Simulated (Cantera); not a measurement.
Source: NASA polynomial tables (part measured, part estimated), evaluated in Cantera. Values are per mole of reaction as written; species without (g) are pure solids or liquids, kept so even where they would boil at 1 bar.

10 CrO3(g) + 3 Cr2N ⇌ 8 Cr2O3 + 3 NO2(g), with ΔH° = -5672.2 kJ and ΔS° = -1495.8 J/K at 300 K.

Q: How far is the shortcut ΔG° ≈ ΔH°(300 K) − T·ΔS°(300 K) from the full temperature-dependent value at 698, 798, 898, 998, 1098, 1198, 1298, 1398, 1498, 1598, 1698 K?

A: 
```
T (K)  shortcut (kJ)  full (kJ)  difference (kJ)  difference in log10 K
-----  -------------  ---------  ---------------  ---------------------
698          -4628.1    -4666.3             38.2                  -2.86
798          -4478.5    -4532.4             53.9                  -3.53
898          -4328.9    -4400.2             71.2                  -4.14
998          -4179.4    -4269.2             89.9                  -4.70
1098         -4029.8    -4139.5            109.7                  -5.22
1198         -3880.2    -4010.7            130.5                  -5.69
1298         -3730.6    -3882.9            152.3                  -6.13
1398         -3581.0    -3755.9            174.9                  -6.53
1498         -3431.4    -3629.7            198.3                  -6.91
1598         -3281.9    -3504.2            222.3                  -7.27
1698         -3132.3    -3379.3            247.0                  -7.60
```
The shortcut ignores the heat-capacity change of the reaction.
